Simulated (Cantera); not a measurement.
Feed: 1 mol Si, 2 mol H2O, 0.57 mol N2, at 293 Torr.

Equilibrium computed with Cantera from the NASA thermochemical tables; the gas is ideal and each condensed phase is pure. Candidate condensed phases: H2O, Si, SiO2, Si2N2O, Si3N4; 35 gas species. N2 is the only nitrogen source here; it is nearly inert below about 1500 K, so the nitride shown seldom forms there in practice. Mutual solubility and eutectic melting of coexisting phases are not modelled. The tables hold silica as quartz up to 1696 K and as liquid above; real silica turns to tridymite and cristobalite and melts near 1996 K. The numbers say what is thermodynamically allowed, not how fast it happens.

log p: log10 of the partial pressure in bar; n: condensed amount in mol.

```tsv
T (K)	log p H2	log p N2	log p H2O	log p SiO	log p H	log p NH3	n SiO2(β-quartz)	n Si2N2O(s)	n SiO2(condensed)
1100	-0.52	-1.06	-4.50	-11.70	___	-4.81	1.000	6.96e-5	0
1150	-0.52	-1.06	-4.41	-10.65	___	-4.92	1.000	8.47e-5	0
1200	-0.52	-1.06	-4.34	-9.69	___	-5.03	1.000	0.000101	0
1250	-0.52	-1.06	-4.27	-8.81	___	-5.12	1.000	0.000119	0
1300	-0.52	-1.06	-4.20	-7.99	___	-5.21	1.000	0.000139	0
1350	-0.52	-1.06	-4.14	-7.24	___	-5.30	1.000	0.000159	0
1400	-0.52	-1.06	-4.08	-6.55	___	-5.38	1.000	0.000180	0
1450	-0.52	-1.06	-4.03	-5.90	___	-5.45	1.000	0.000201	0
1500	-0.52	-1.06	-3.99	-5.30	___	-5.52	1.000	0.000216	0
1550	-0.52	-1.06	-3.94	-4.74	___	-5.58	0.999	0.000211	0
1600	-0.52	-1.06	-3.90	-4.21	___	-5.64	0.999	0.000141	0
1650	-0.52	-1.06	-3.79	-3.79	___	-5.70	0.999	0	0
1700	-0.52	-1.06	-3.54	-3.54	___	-5.75	0	0	0.998
```

Q: Some entries are withheld; supply them.

A: 
- 1100, log p H: -7.85
- 1150, log p H: -7.39
- 1200, log p H: -6.96
- 1250, log p H: -6.57
- 1300, log p H: -6.22
- 1350, log p H: -5.88
- 1400, log p H: -5.57
- 1450, log p H: -5.28
- 1500, log p H: -5.01
- 1550, log p H: -4.76
- 1600, log p H: -4.52
- 1650, log p H: -4.30
- 1700, log p H: -4.09
